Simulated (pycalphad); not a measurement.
Computed with pycalphad from the COST 507 light-alloy database (1999), at 1 atm. The database dates from 1999; later assessments differ in places, in temperatures and in the compounds included. Amounts are mole fractions of atoms. Kinetics are ignored, which matters at the lower temperatures.

Question: Give the equilibrium state of Mg-1.875Si-1.747Al (wt.%) at 152 °C.

Answer: HCP_A3, fraction 0.951, with <0.01 Si, 1.8 Al wt.%; MG2SI, fraction 0.049, with 36.6 Si, no Al wt.%.

Question: Give the equilibrium state of Mg-1.875Si-1.747Al (wt.%) at 102 °C.

Answer: HCP_A3, fraction 0.935, with <0.01 Si, 1.1 Al wt.%; MG2SI, fraction 0.049, with 36.6 Si, no Al wt.%; ALMG_GAMMA, fraction 0.016, with no Si, 44.0 Al wt.%.

Database names, with the compositions (at.%) that they take in these runs: MG2SI: Mg 67 Si 33; ALMG_GAMMA: Mg 59 Al 41. HCP_A3 is hcp. An entry "none" or "no" means that the model of the phase leaves that element out.
